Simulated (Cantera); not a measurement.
Charge: 1 mol MgO, 43 mol HF, 19 mol O₂, equilibrated at 725 °C and 0.100 bar.

Equilibrium computed with Cantera from the NASA thermochemical tables; the gas is ideal and each condensed phase is pure. Candidate condensed phases: H₂O, Mg, MgF₂, MgO, Mg(OH)₂; 31 gas species. Equilibrium is a limit: real reactors are often held back by kinetics, nucleation or transport.

Q: What is the equilibrium state?

A: 
```
Property                             Result
--------------------------------  ---------
x(HF)                                 0.672
x(O₂)                                 0.311
x(H₂O)                               0.0164
x(H₂F₂)                             1.79e-6
n(MgF₂(s))                         1.00 mol
gas amount                        61.00 mol
log10 activity of Mg(l) (absent)     -30.39
```
